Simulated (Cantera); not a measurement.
A perfectly stirred reactor is fed with H2 : O2 : N2 : H2O = 0.14 : 1 : 0.92 : 0.0022 (molar parts), equivalence ratio 0.070, at 0.0150 bar; it is held at 1300 K, and followed from long to short residence time.

Model: the H2/O2 subset of GRI-Mech 3.0, which has no nitrogen chemistry, integrated in Cantera. Radical loss at walls, strong at low pressure, is not modelled. The temperature is held fixed by assumption; the heat of reaction is taken as removed at once.

Task: Predict: x(H2) at τ = 4.50 s; x(O2) at τ = 4.50 s; x(HO2) at τ = 4.50 s; x(OH) at τ = 4.50 s; x(H2O) at τ = 4.50 s; x(H2) at τ = 97.0 ms; x(O2) at τ = 97.0 ms; x(HO2) at τ = 97.0 ms; x(OH) at τ = 97.0 ms; x(H2O) at τ = 97.0 ms.

Result: 
- x(H2) at τ = 4.50 s = 0.000128
- x(O2) at τ = 4.50 s = 0.465
- x(HO2) at τ = 4.50 s = 8.05e-7
- x(OH) at τ = 4.50 s = 0.00115
- x(H2O) at τ = 4.50 s = 0.0705
- x(H2) at τ = 97.0 ms = 0.00126
- x(O2) at τ = 97.0 ms = 0.455
- x(HO2) at τ = 97.0 ms = 2.14e-6
- x(OH) at τ = 97.0 ms = 0.00363
- x(H2O) at τ = 97.0 ms = 0.0654
